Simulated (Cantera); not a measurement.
A Cantera script and what it prints.

```python
import numpy as np
import cantera as ct

gas_names = [...]  # 109 gases of nasa_gas.yaml made of C, Cl, H, Si
cond_names = """
    C(gr) C6H6(L) C7H8(L) C8H18(L),n-octa Si(cr) Si(L) SiC(b)
""".split()


# ... load() reads the species with a 1 bar reference pressure and builds the phases ...
atoms = {
    'Si(CH3)4': {'Si': 1, 'C': 4, 'H': 12},
    'HCl': {'H': 1, 'CL': 1},
    'H2': {'H': 2},
    'C2H2': {'C': 2, 'H': 2},
}
top_T = {'C(gr)': 4500, 'SiC(b)': 3050}  # K; cautious upper limits of use, not melting points


# ... equilibrate(T, P, feed) seeds the gas with the atoms and calls Mixture.equilibrate('TP', solver="vcs", rtol=1e-11, max_steps=5000) ...
results = []
feed = {'Si(CH3)4': 1, 'HCl': 0.18, 'H2': 65, 'C2H2': 0.11}  # mol
P = 10000  # Pa
for T in [2048, 2123, 2198, 2273, 2348, 2423, 2498, 2573]:
    mix = equilibrate(T, P, feed)
    results.append((T, P, feed, dict(zip(mix.species_names, mix.species_moles))))

top = {s: max(r[3][s] / sum(r[3][g] for g in gas_names) for r in results) for s in gas_names}
cols = sorted((s for s in top if top[s] > 0.001), key=lambda s: -top[s])[:7]
seen = [c for c in cond_names if any(r[3].get(c, 0) > 1e-12 for r in results)]
print("log10 of partial pressures in bar; condensed amounts in mol")
print(f"{'T/K':>10s}" + "".join(f"{s[:9]:>10s}" for s in cols + seen))
for T, P, feed, n in results:
    ng = sum(n[g] for g in gas_names)
    print(f"{T:10.4g}" + "".join(f"{np.log10(max(n[s] / ng * P / 1e5, 1e-99)):10.3f}" for s in cols)
          + "".join(f"{n.get(c, 0):10.4g}" for c in seen))
```

Result:

```
log10 of partial pressures in bar; condensed amounts in mol
       T/K        H2         H C2H2,acet        Si      SiC2       HCL     C(gr)    SiC(b)
      2048    -1.005    -3.152    -3.984    -5.307    -6.596    -3.602     3.073    0.9946
      2123    -1.007    -2.949    -3.788    -4.845    -5.994    -3.605     2.996     0.985
      2198    -1.010    -2.759    -3.606    -4.414    -5.434    -3.608     2.893    0.9598
      2273    -1.015    -2.583    -3.439    -4.012    -4.913    -3.614     2.768     0.897
      2348    -1.022    -2.419    -3.284    -3.636    -4.425    -3.623     2.638     0.746
      2423    -1.032    -2.267    -3.143    -3.283    -3.969    -3.635     2.546    0.3959
      2498    -1.045    -2.126    -3.015    -3.075    -3.664    -3.650     2.351         0
      2573    -1.060    -1.994    -2.896    -3.069    -3.566    -3.664     1.781         0
```

Equilibrium computed with Cantera from the NASA thermochemical tables; the gas is ideal and each condensed phase is pure. The tables' values for SiCl are old estimates; treat these amounts as uncertain. Gases not in the tables: Si2H6 and higher silanes.
